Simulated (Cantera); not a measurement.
## SiF₄ + HCl + H₂ + C₃H₈ (silicon carbide growth)

Feed: 1 mol SiF₄, 0.061 mol HCl, 7.6 mol H₂, 0.008 mol C₃H₈, equilibrated at 777 °C.

Equilibrium computed with Cantera from the NASA thermochemical tables; the gas is ideal and each condensed phase is pure. Candidate condensed phases: C, C₆H₆, C₇H₈, C₈H₁₈, Si, SiC; 143 gas species. The tables' values for SiF₃ are old estimates; treat these amounts as uncertain. Rates play no part.

At 0.750 Torr the condensed part is C(graphite) + SiC(s). From 2.03 Torr to 39.0 Torr the condensed part is C(graphite). From 105 Torr to 750 Torr nothing is condensed. The main Si-bearing gas is SiF₄ throughout.

| P (Pa) | x H₂ | x SiF₄ | x HCl | x CH₄ | x HF | x SiHF₃ | n C(graphite) | n SiC(s) |
|---|---|---|---|---|---|---|---|---|
| 100 | 0.877 | 0.114 | 0.00702 | 4.40e-5 | 0.000879 | 0.000537 | 0.0234 | 0.000253 |
| 270 | 0.877 | 0.114 | 0.00702 | 0.000119 | 0.000770 | 0.000613 | 0.0230 | 0 |
| 720 | 0.877 | 0.114 | 0.00702 | 0.000317 | 0.000740 | 0.000638 | 0.0212 | 0 |
| 1900 | 0.876 | 0.114 | 0.00702 | 0.000835 | 0.000721 | 0.000655 | 0.0167 | 0 |
| 5200 | 0.875 | 0.115 | 0.00703 | 0.00228 | 0.000708 | 0.000666 | 0.00424 | 0 |
| 14000 | 0.874 | 0.115 | 0.00704 | 0.00277 | 0.000701 | 0.000673 | 0 | 0 |
| 37000 | 0.874 | 0.115 | 0.00704 | 0.00277 | 0.000696 | 0.000678 | 0 | 0 |
| 100000 | 0.874 | 0.115 | 0.00704 | 0.00277 | 0.000694 | 0.000680 | 0 | 0 |
x: gas mole fraction; n: condensed amount in mol.
